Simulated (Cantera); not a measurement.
A perfectly stirred reactor is fed with 31.2 % C3H8, 68.8 % H2, at 100000 Pa; it is held at 1575 K, and followed from long to short residence time.

Detailed kinetics in Cantera: GRI-Mech 3.0 (53 species, 325 reactions). GRI-Mech 3.0 was tuned for natural gas; its chemistry of propane as a main component is partial and can be far from experiment. GRI-Mech 3.0 stops at C3 and has no aromatics, soot or wall deposition, so with more carbon than oxygen in the feed, carbon stays in small species such as C2H2 where larger ones or solid carbon would form.

One state of this run: x C3H8 = 0.000589; x H2 = 0.641; x CH2 = 5.68e-8; x C2H = 8.03e-8; x CH4 = 0.145; x C2H4 = 0.0327; x C2H6 = 0.000506. x: mole fraction; the columns are a selection and need not sum to one.

Q: Which value of τ (s) does it belong to?
A. 0.35
B. 0.089
C. 0.014
D. 0.057

A: C, 0.014
